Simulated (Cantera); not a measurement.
A perfectly stirred reactor is fed with CH3OH : O2 : N2 = 0.0049 : 0.0098 : 1 (molar parts), at 101000 Pa; it is held at 1450 K, and followed from long to short residence time.

Model: GRI-Mech 3.0 (53 species, 325 reactions), integrated in Cantera. GRI-Mech 3.0 was tuned for natural gas; its chemistry of methanol as a main component is partial and can be far from experiment.

x: mole fraction; the columns are a selection and need not sum to one.

| τ (s) | x CH3OH | x O2 | x CH4 | x NO | x C2H4 | x O |
|---|---|---|---|---|---|---|
| 0.53 | 7.04e-7 | 0.00245 | 4.64e-10 | 2.45e-6 | <1e-12 | 2.50e-5 |
| 0.24 | 1.05e-6 | 0.00249 | 1.41e-9 | 2.17e-6 | <1e-12 | 4.06e-5 |
| 0.11 | [?] | 0.00255 | [?] | 2.07e-6 | <1e-12 | [?] |
| 0.050 | 2.17e-6 | 0.00264 | 1.44e-8 | 2.19e-6 | 1.53e-12 | 0.000101 |
| 0.023 | 3.10e-6 | 0.00278 | 4.27e-8 | 2.46e-6 | 6.62e-12 | 0.000153 |
| 0.011 | 4.49e-6 | 0.00297 | 1.11e-7 | 2.70e-6 | 2.51e-11 | 0.000218 |
| 0.0048 | [?] | [?] | [?] | 2.71e-6 | 1.08e-10 | [?] |
| 0.0022 | 1.26e-5 | 0.00362 | 6.86e-7 | 2.37e-6 | 4.23e-10 | 0.000372 |
| 0.0010 | 2.49e-5 | 0.00412 | 1.54e-6 | 1.77e-6 | 1.82e-9 | 0.000397 |
| 0.00046 | 5.83e-5 | 0.00481 | 3.45e-6 | 1.08e-6 | 9.34e-9 | 0.000334 |

**Question.** Complete the blanks.

**Answer.** 
- 0.11, x CH3OH: 1.51e-6
- 0.11, x CH4: 4.49e-9
- 0.11, x O: 6.46e-5
- 0.0048, x CH3OH: 7.27e-6
- 0.0048, x O2: 0.00325
- 0.0048, x CH4: 2.95e-7
- 0.0048, x O: 0.000302
